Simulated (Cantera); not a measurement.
Standard-state values (1 bar) from the NASA 1993 polynomials, evaluated with Cantera. Values are per mole of reaction as written; species without (g) are pure solids or liquids, kept so even where they would boil at 1 bar.

Task: Between 300 and 2798 K, where is each reaction favourable under standard conditions?
- 2 Sr(OH)2 → 2 SrO + H2(g) + H2O2(g)
- Sr(OH)2 → O(g) + SrO + 2 H(g)

Result: 
- 2 Sr(OH)2 → 2 SrO + H2(g) + H2O2(g): ΔG° is 533 kJ at 300 K and 144 kJ at 2798 K; it stays positive (K < 1). ΔH° is 383 kJ and ΔS° 85 J/K at 2798 K.
- Sr(OH)2 → O(g) + SrO + 2 H(g): ΔG° is 957 kJ at 300 K and 171 kJ at 2798 K; it stays positive (K < 1). ΔH° is 976 kJ and ΔS° 288 J/K at 2798 K.
